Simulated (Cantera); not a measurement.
Standard-state values (1 bar) from the NASA 1993 polynomials, evaluated with Cantera. Values are per mole of reaction as written; species without (g) are pure solids or liquids, kept so even where they would boil at 1 bar.

2 Na + Cl2(g) ⇌ 2 NaCl(g)

```
T (K)  ΔH° (kJ)  ΔS° (J/K)  ΔG° (kJ)  log10 K
-----  --------  ---------  --------  -------
375           …          …         …        …
400      -370.3      113.3    -415.6    54.28
425      -371.0      111.8    -418.5    51.43
450      -371.6      110.4    -421.2    48.90
475           …          …         …        …
500      -372.8      107.9    -426.7    44.58
```

**Question.** Complete the blanks.

**Answer.** 
- 375, ΔH° (kJ): -369.7
- 375, ΔS° (J/K): 114.9
- 375, ΔG° (kJ): -412.8
- 375, log10 K: 57.50
- 475, ΔH° (kJ): -372.2
- 475, ΔS° (J/K): 109.1
- 475, ΔG° (kJ): -424.0
- 475, log10 K: 46.62
